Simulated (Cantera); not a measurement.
Charge: 1 mol c-C₄F₈, 0.047 mol HCl, at 75.0 Torr.

Method: chemical equilibrium by Gibbs-energy minimisation in Cantera with the NASA 1993 tables (ideal gas, pure condensed phases). Candidate condensed phases: C, C₆H₆, C₇H₈, C₈H₁₈; 118 gas species. The feed counts by its element totals alone. Gases not in the tables: C₂F₆ and larger saturated fluorocarbons. Rates play no part.

x: gas mole fraction; n: condensed amount in mol.

```tsv
T (°C)	x CF₄	x HF	x Cl	x CClF₃	x Cl₂	n C(graphite)
927	0.963	0.0203	0.00117	0.00676	0.00612	2.01
977	0.963	0.0207	0.00192	0.00657	0.00607	2.01
1027	0.962	0.0211	(withheld)	0.00631	0.00584	2.01
1077	0.961	0.0214	0.00445	0.00597	0.00544	2.01
1127	0.960	0.0216	(withheld)	0.00555	(withheld)	2.01
1177	0.959	0.0218	0.00842	0.00505	0.00416	2.01
1227	0.958	0.0220	0.0107	0.00447	0.00338	2.01
1277	0.957	0.0221	0.0130	0.00387	0.00260	2.01
1327	0.956	0.0222	0.0151	0.00327	0.00190	2.01
1377	0.955	0.0223	0.0169	0.00270	0.00133	2.01
1427	0.953	0.0224	0.0183	0.00221	0.000909	2.01
1477	0.951	0.0224	0.0194	0.00178	0.000609	2.01
1527	0.948	0.0224	0.0201	0.00144	0.000405	2.01
```

Q: Fill in the missing entries.

A: 
- 1027, x Cl: 0.00300
- 1127, x Cl: 0.00627
- 1127, x Cl₂: 0.00487
